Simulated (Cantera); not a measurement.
Charge: 1 mol Nb₂O₅, 37 mol H₂, 1.6 mol H₂O, held at 848.15 K and 0.0210 bar.

These are equilibrium values from Cantera (NASA tables, ideal gas, pure condensed phases), not measurements of a reactor. Candidate condensed phases: H₂O, Nb, NbO, NbO₂, Nb₂O₅; 12 gas species. Condensed phases not in the tables: the oxides between NbO₂ and Nb₂O₅. Rates play no part.

Base state: H₂ 0.959, H₂O 0.0415 (mole fractions); condensed: Nb₂O₅(s).

Q: What changes in the equilibrium state with this change: temperature from 848.15 K to 1650 K?

A: 
```csv
species,before,after
H₂,0.959,0.932
H₂O,0.0415,0.0673
H,<1e-9,0.000605
"Nb₂O₅(s), mol",1.00,0
"NbO₂(s), mol",0,2.00
```

Q: What changes in the equilibrium state with this change: temperature from 848.15 K to 1375 K?

A: 
| species | before | after |
|---|---|---|
| H₂ | 0.959 | 0.948 |
| H₂O | 0.0415 | 0.0522 |
| H | <1e-9 | 2.30e-5 |
| Nb₂O₅(s), mol | 1.00 | 0.585 |
| NbO₂(s), mol | 0 | 0.831 |
Mutual solubility and eutectic melting of coexisting phases are not modelled.
